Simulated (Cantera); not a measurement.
Feed: 1 mol Pb, 47 mol H₂, at 32.0 mbar.

Equilibrium computed with Cantera from the NASA thermochemical tables; the gas is ideal and each condensed phase is pure. Candidate condensed phases: Pb; 4 gas species. Kinetics and transport are ignored.

Task: Which condensed phases are stable at each of these points (T (K)): 898, 973, 1048, 1123, 1198, 1273, 1348, 1423, 1498, 1573, 1648?

Result: 
```tsv
T (K)	condensed phases	Pb condensed (%)
898	Pb(l)	99.8
973	Pb(l)	98.7
1048	Pb(l)	93.4
1123	Pb(l)	73.0
1198	Pb(l)	6.6
1273	gas only	0.0
1348	gas only	0.0
1423	gas only	0.0
1498	gas only	0.0
1573	gas only	0.0
1648	gas only	0.0
```

From 898 K to 1198 K the condensed part is Pb(l). From 1273 K to 1648 K nothing is condensed.
